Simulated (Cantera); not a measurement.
Equilibrium for halide evaporation, hydrolysis and transport: CaF₂ + H₂O + N₂

Charge: 1 mol CaF₂, 0.41 mol H₂O, 2.9 mol N₂, equilibrated at 0.825 Torr.

Equilibrium computed with Cantera from the NASA thermochemical tables; the gas is ideal and each condensed phase is pure. Candidate condensed phases: Ca, CaF₂, CaO, Ca(OH)₂, H₂O; 47 gas species. Mutual solubility and eutectic melting of coexisting phases are not modelled. Equilibrium is a limit: real reactors are often held back by kinetics, nucleation or transport.

| T (°C) | x N₂ | x HF | x CaF₂ | x H₂O | x H | x CaF | x H₂ | x O | n CaF₂(s) | n CaO(s) | n CaF₂(l) |
|---|---|---|---|---|---|---|---|---|---|---|---|
| 1125 | 0.848 | 0.0632 | 0.000188 | 0.0882 | 1.73e-6 | 1.77e-9 | 0.000147 | 2.19e-7 | 0.891 | 0.108 | 0 |
| 1200 | 0.831 | 0.0994 | 0.00110 | 0.0676 | 6.12e-6 | 2.44e-8 | 0.000258 | 8.71e-7 | 0.823 | 0.173 | 0 |
| 1275 | 0.811 | 0.137 | 0.00531 | 0.0456 | 1.83e-5 | 2.63e-7 | 0.000387 | 2.88e-6 | 0.736 | 0.245 | 0 |
| 1350 | 0.784 | 0.167 | 0.0217 | 0.0267 | 4.64e-5 | 2.32e-6 | 0.000496 | 8.05e-6 | 0.610 | 0.309 | 0 |
| 1425 | 0.731 | 0.179 | 0.0765 | 0.0133 | 0.000101 | 1.72e-5 | 0.000542 | 1.93e-5 | 0 | 0.354 | 0.342 |
| 1500 | 0.672 | 0.170 | 0.147 | 0.00930 | 0.000226 | 7.89e-5 | 0.000692 | 4.78e-5 | 0 | 0.366 | 0 |
| 1575 | 0.672 | 0.163 | 0.150 | 0.0119 | 0.000571 | 0.000217 | 0.00128 | 0.000134 | 0 | 0.350 | 0 |
| 1650 | 0.671 | 0.154 | 0.154 | 0.0145 | 0.00133 | 0.000555 | 0.00218 | 0.000345 | 0 | 0.332 | 0 |
| 1725 | 0.669 | 0.144 | 0.158 | 0.0168 | 0.00285 | 0.00132 | 0.00347 | 0.000822 | 0 | 0.310 | 0 |
| 1800 | 0.665 | 0.133 | 0.161 | 0.0183 | 0.00569 | 0.00296 | 0.00515 | 0.00183 | 0 | 0.283 | 0 |
| 1875 | 0.659 | 0.120 | 0.164 | 0.0189 | 0.0106 | 0.00627 | 0.00708 | 0.00383 | 0 | 0.249 | 0 |
| 1950 | 0.648 | 0.105 | 0.165 | 0.0183 | 0.0183 | 0.0125 | 0.00895 | 0.00763 | 0 | 0.201 | 0 |
x: gas mole fraction; n: condensed amount in mol.

From 1125 °C to 1350 °C the condensed part is CaF₂(s) + CaO(s). At 1425 °C the condensed part is CaF₂(l) + CaO(s). From 1500 °C to 1950 °C the condensed part is CaO(s). The main Ca-bearing gas is CaF₂ throughout. The share of Ca in condensed phases is highest at 1125 °C (99.9 %) and lowest at 1950 °C (20.1 %).
